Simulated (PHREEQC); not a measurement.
1 kg of water holding 59 mmol/kgw NaOH meets 20 L of dry gas (N2 0.54, O2 0.46 by moles) at fixed total pressure, at 10 °C; fugacities by Peng-Robinson. The gases take part in no redox reaction, some water evaporates into the gas, and hydrates or a liquid gas phase aren't modelled. Precipitation was switched off in this run.

Model: ion-association model, phreeqc.dat, run in PHREEQC.

Q: Predict dissolved N2 (mol/kgw) at P (atm) = 30, 150.

A: 
```
P (atm)  dissolved N2 (mol/kgw)
-------  ----------------------
30                       0.0129
150                      0.0537
```

Constants without temperature data keep their 25 °C values here.
